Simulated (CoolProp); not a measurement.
C3F8 (R218) at 298.15 K and 0.704 MPa flows at 2.3 m/s in a round tube of 10 mm bore and 45 µm roughness, fully developed (64/Re and Nu = 3.66 if laminar; Colebrook and Gnielinski if turbulent). Each further row changes one setting.

Values from CoolProp's reference Helmholtz-energy equation of state, Lemmon 2006. It is a short technical equation, of lower accuracy than the large ones.

```csv
case,Reynolds number,Darcy friction factor,pressure drop (Pa/m),heat-transfer coefficient (W/(m² K)),mass flow (kg/h)
as stated,120000,0.0303,519,545,42.2
velocity 4.6 m/s,241000,0.0299,2050,1080,84.3
diameter 20 mm,241000,0.0249,213,447,169
```

Viscosity comes from a separate model (Huber 2003), an estimate that may be off by 10 % or more. Thermal conductivity comes from a separate model (Huber 2003), an estimate that may be off by 10 % or more.
